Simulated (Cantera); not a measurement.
**Adiabatic ignition**

An adiabatic, constant-volume homogeneous reactor starts with CH₄ : O₂ : N₂ = 1 : 1.67 : 6.27 (molar parts), equivalence ratio 1.2, at 1100 K and 760 Torr.

Cantera simulation using GRI-Mech 3.0 (53 species, 325 reactions); the numbers are that mechanism's predictions, not measurements.

| t (s) | T (K) | P (bar) | x CH₄ | x O₂ | x H | x HCO | x H₂O | x CH₃ | x NO |
|---|---|---|---|---|---|---|---|---|---|
| 2.00e-6 | 1100 | 1.01 | 0.112 | 0.187 | <1e-12 | <1e-12 | <1e-12 | 2.47e-10 | <1e-12 |
| 5.72e-6 | 1100 | 1.01 | 0.112 | 0.187 | <1e-12 | <1e-12 | 1.51e-12 | 7.08e-10 | <1e-12 |
| 1.64e-5 | 1100 | 1.01 | 0.112 | 0.187 | <1e-12 | <1e-12 | 1.08e-11 | 2.03e-9 | <1e-12 |
| 4.68e-5 | 1100 | 1.01 | 0.112 | 0.187 | <1e-12 | <1e-12 | 8.05e-11 | 5.85e-9 | <1e-12 |
| 0.000134 | 1100 | 1.01 | 0.112 | 0.187 | 1.74e-12 | <1e-12 | 6.54e-10 | 1.71e-8 | <1e-12 |
| 0.000383 | 1100 | 1.01 | 0.112 | 0.187 | 4.86e-12 | <1e-12 | 5.87e-9 | 5.17e-8 | <1e-12 |
| 0.00110 | 1100 | 1.01 | 0.112 | 0.187 | 1.96e-11 | <1e-12 | 6.15e-8 | 1.77e-7 | <1e-12 |
| 0.00313 | 1100 | 1.01 | 0.112 | 0.187 | 1.15e-10 | <1e-12 | 7.81e-7 | 7.79e-7 | <1e-12 |
| 0.00896 | 1100 | 1.01 | 0.112 | 0.187 | 3.32e-10 | 1.19e-12 | 7.99e-6 | 2.16e-6 | <1e-12 |
| 0.0256 | 1100 | 1.01 | 0.112 | 0.187 | 5.70e-10 | 6.57e-12 | 4.02e-5 | 2.67e-6 | <1e-12 |
| 0.0733 | 1102 | 1.01 | 0.112 | 0.187 | 1.88e-9 | 4.07e-11 | 0.000214 | 4.16e-6 | <1e-12 |
| 0.210 | 1164 | 1.07 | 0.103 | 0.180 | 2.38e-7 | 1.18e-8 | 0.00788 | 3.82e-5 | <1e-12 |
| 0.600 | 2827 | 2.77 | <1e-12 | 0.00584 | 0.00972 | 1.50e-7 | 0.167 | <1e-12 | 0.00584 |
x: mole fraction; the columns are a selection and need not sum to one.

```json
{
  "time_of_steepest_temperature_rise": "0.217 s",
  "temperature at 0.600 s": "2827 K",
  "equilibrium_temperature": "2827 K",
  "x(CH₄) at 0.600 s": "<1e-12 (gas-phase equilibrium <1e-12)",
  "x(O₂) at 0.600 s": "0.00584 (gas-phase equilibrium 0.00584)",
  "x(H) at 0.600 s": "0.00972 (gas-phase equilibrium 0.00972)"
}
```
